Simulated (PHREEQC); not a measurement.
PHREEQC input (ion-association model, wateq4f.dat):

```
SOLUTION_MASTER_SPECIES
  An  An-  0  An  62.0  # stands for a non-complexing anion
SOLUTION_SPECIES
  An- = An-
    -log_k 0
    -gamma 3.0 0
PHASES
  Fix_H+
    H+ = H+
    -log_k 0
SOLUTION 1
  temp 25
  units mmol/kgw
  pH 7 charge
  Na 50
  An 50
END
SELECTED_OUTPUT 1
  -reset false
  -pH true
  -pe true
  -ionic_strength true
  -water true
  -totals Na
  -molalities Hfo_wOH Hfo_wOH2+ Hfo_wO- Hfo_sOH Hfo_sOH2+ Hfo_sO-
USER_PUNCH 1
  -headings sigma psi
  10 PUNCH EDL("sigma", "Hfo"), EDL("psi", "Hfo")
PRINT
  -reset false
USE solution 1
SURFACE 1
  Hfo_wOH 0.00152809 600 0.68
  Hfo_sOH 3.82022e-05
EQUILIBRIUM_PHASES 1
  Fix_H+ -3 HAn 10
    -force_equality true
  O2(g) -0.68 10
END
# ... the last block is repeated for the other 12 points of pH, with NaOH or the acid as the point needs
```

Selected output (columns that matter, 13 of 13 rows; pH added in front):

```
pH	mu	Na	m_Hfo_wOH	m_Hfo_wOH2+	m_Hfo_wO-	m_Hfo_sOH	m_Hfo_sOH2+	m_Hfo_sO-	sigma	psi
3	0.051929	0.05	5.4152e-05	0.0014739	4.558e-08	1.3538e-06	3.6847e-05	1.1395e-09	0.35728	0.1689
3.5	0.05108	0.05	0.00014404	0.0013837	3.4347e-07	3.6009e-06	3.4593e-05	8.5868e-09	0.33535	0.16608
4	0.050739	0.05	0.00031052	0.0012158	1.8169e-06	7.7629e-06	3.0394e-05	4.5422e-08	0.29428	0.15956
4.5	0.050542	0.05	0.00053021	0.00099139	6.4961e-06	1.3255e-05	2.4785e-05	1.624e-07	0.23875	0.14897
5	0.050394	0.05	0.00074779	0.00076352	1.6778e-05	1.8695e-05	1.9088e-05	4.1945e-07	0.18102	0.13493
5.5	0.050279	0.05	0.0009232	0.00057068	3.4213e-05	2.308e-05	1.4267e-05	8.5533e-07	0.13005	0.11825
6	0.050189	0.05	0.0010438	0.00042565	5.8638e-05	2.6095e-05	1.0641e-05	1.4659e-06	0.088971	0.099356
6.5	0.050122	0.05	0.0011154	0.00032507	8.7669e-05	2.7884e-05	8.1267e-06	2.1917e-06	0.05755	0.078407
7	0.050072	0.05	0.0011519	0.00025868	0.00011751	2.8797e-05	6.4671e-06	2.9377e-06	0.034223	0.055527
7.5	0.050036	0.05	0.0011678	0.0002149	0.00014538	2.9195e-05	5.3724e-06	3.6346e-06	0.016851	0.031065
8	0.050006	0.05	0.0011729	0.00018358	0.00017166	2.9321e-05	4.5894e-06	4.2915e-06	0.0028882	0.0056452
8.5	0.050026	0.050048	0.001171	0.00015699	0.00020009	2.9275e-05	3.9248e-06	5.0024e-06	-0.010449	-0.019955
9	0.050067	0.050122	0.0011607	0.00013007	0.00023729	2.9018e-05	3.2518e-06	5.9322e-06	-0.025991	-0.044926
```

The oxide is taken as insoluble; below pH 4 it would dissolve.
